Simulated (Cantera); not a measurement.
An adiabatic, constant-pressure homogeneous reactor starts with H₂ : O₂ : N₂ : H₂O = 1 : 0.333 : 1.25 : 0.073 (molar parts), equivalence ratio 1.5, at 1075 K and 1000000 Pa. Integrator tolerance rtol = 1e-08.

Detailed kinetics in Cantera: the H2/O2 subset of GRI-Mech 3.0, which has no nitrogen chemistry. The hydrogen kinetics of GRI-Mech 3.0 are dated; newer H2 mechanisms differ, most at raised pressure.

Task: What does this change do: constant volume in place of constant pressure?

Result: 
| quantity | before | after |
|---|---|---|
| time of steepest temperature rise | 1.53 ms | 1.43 ms |
| temperature at 0.800 s | 2762 K | 3048 K |
| equilibrium temperature | 2762 K | 3048 K |
| x(H₂) at 0.800 s | 0.142 (gas-phase equilibrium 0.142) | 0.142 (gas-phase equilibrium 0.142) |
| x(O₂) at 0.800 s | 0.000171 (gas-phase equilibrium 0.000171) | 0.000507 (gas-phase equilibrium 0.000507) |
| x(H₂O) at 0.800 s | 0.310 (gas-phase equilibrium 0.310) | 0.302 (gas-phase equilibrium 0.302) |
| x(O) at 0.800 s | 0.000194 (gas-phase equilibrium 0.000194) | 0.000602 (gas-phase equilibrium 0.000602) |
| x(H) at 0.800 s | 0.00856 (gas-phase equilibrium 0.00856) | 0.0138 (gas-phase equilibrium 0.0138) |
| x(OH) at 0.800 s | 0.00509 (gas-phase equilibrium 0.00509) | 0.0101 (gas-phase equilibrium 0.0101) |
| x(HO₂) at 0.800 s | 4.00e-7 (gas-phase equilibrium 4.00e-7) | 1.96e-6 (gas-phase equilibrium 1.96e-6) |
Above 3000 K some thermodynamic fits are extrapolated.
